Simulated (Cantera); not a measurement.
An adiabatic, constant-pressure homogeneous reactor starts with CH4 : H2 : O2 : N2 = 1 : 0.94 : 3.25 : 12.2 (molar parts), equivalence ratio 0.76, at 1098 K and 21.0 bar. Integrator tolerance rtol = 1e-08.

Cantera simulation using GRI-Mech 3.0 (53 species, 325 reactions); the numbers are that mechanism's predictions, not measurements. The pressure lies above the range GRI-Mech 3.0 was tuned for (to about 10 atm).

Task: What does this change do: initial temperature 1098 to 1273 K?

Result: 
```tsv
quantity	before	after
time of steepest temperature rise	1.31 ms	79.4 µs
temperature at 0.100 s	2558 K	2675 K
equilibrium temperature	2558 K	2675 K
x(CH4) at 0.100 s	<1e-12 (gas-phase equilibrium <1e-12)	<1e-12 (gas-phase equilibrium <1e-12)
x(H2) at 0.100 s	0.00143 (gas-phase equilibrium 0.00143)	0.00238 (gas-phase equilibrium 0.00238)
x(O2) at 0.100 s	0.0407 (gas-phase equilibrium 0.0407)	0.0401 (gas-phase equilibrium 0.0401)
x(C2H6) at 0.100 s	<1e-12 (gas-phase equilibrium <1e-12)	<1e-12 (gas-phase equilibrium <1e-12)
x(C2H) at 0.100 s	<1e-12 (gas-phase equilibrium <1e-12)	<1e-12 (gas-phase equilibrium <1e-12)
x(NO) at 0.100 s	0.0107 (gas-phase equilibrium 0.0107)	0.0128 (gas-phase equilibrium 0.0128)
```
